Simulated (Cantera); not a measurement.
Input (Python, Cantera):

```python
import numpy as np
import cantera as ct

gas = ct.Solution("gri30.yaml")
gas.TPX = 1350, 13332, {'CH4': 1, 'H2O': 3.4, 'H2': 1.3}
inlet = ct.Reservoir(gas, clone=True)

reactor = ct.IdealGasConstPressureReactor(gas, energy="off", clone=False)
exhaust = ct.Reservoir(gas, clone=True)
tau = [13, 4.6, 1.6, 0.57, 0.2, 0.07, 0.025, 0.0087, 0.0031, 0.0011][0]
for a, b in ((inlet, reactor), (reactor, exhaust)):
    ct.MassFlowController(a, b, mdot=lambda t: reactor.mass / tau)
net = ct.ReactorNet([reactor])
show = ['CH4', 'H2O', 'H2', 'CO', 'C2H']

rows = []
print(f"{'tau/s':>10s}{'T/K':>9s}" + "".join(f"{s:>11s}" for s in show))
for tau in [13, 4.6, 1.6, 0.57, 0.2, 0.07, 0.025, 0.0087, 0.0031, 0.0011]:
    net.initial_time = 0.0
    net.advance(30 * tau)
    before = gas.X
    net.advance(40 * tau)
    drift = np.max(np.abs(gas.X - before) / (gas.X + 1e-9))
    rows.append([gas.T, *gas[show].X, drift])
    print(f"{tau:10.3e}{gas.T:9.1f}" + "".join(f"{x:11.3e}" for x in gas[show].X))
```

Result:

```
     tau/s      T/K        CH4        H2O         H2         CO        C2H
 1.300e+01   1350.0  1.537e-01  5.848e-01  2.519e-01  5.027e-04  4.174e-11
 4.600e+00   1350.0  1.667e-01  5.922e-01  2.373e-01  1.001e-04  1.597e-11
 1.600e+00   1350.0  1.723e-01  5.951e-01  2.313e-01  2.011e-05  4.883e-12
 5.700e-01   1350.0  1.743e-01  5.961e-01  2.291e-01  4.931e-06  1.154e-12
 2.000e-01   1350.0  1.751e-01  5.964e-01  2.284e-01  1.241e-06  1.688e-13
 7.000e-02   1350.0  1.753e-01  5.965e-01  2.282e-01  2.322e-07  1.277e-14
 2.500e-02   1350.0  1.754e-01  5.965e-01  2.281e-01  2.378e-08  4.806e-16
 8.700e-03   1350.0  1.754e-01  5.965e-01  2.281e-01  9.752e-10  7.820e-18
 3.100e-03   1350.0  1.754e-01  5.965e-01  2.281e-01  1.529e-11  6.147e-20
 1.100e-03   1350.0  1.754e-01  5.965e-01  2.281e-01  1.149e-13  3.017e-22
```

Computed with Cantera and GRI-Mech 3.0 (53 species, 325 reactions).
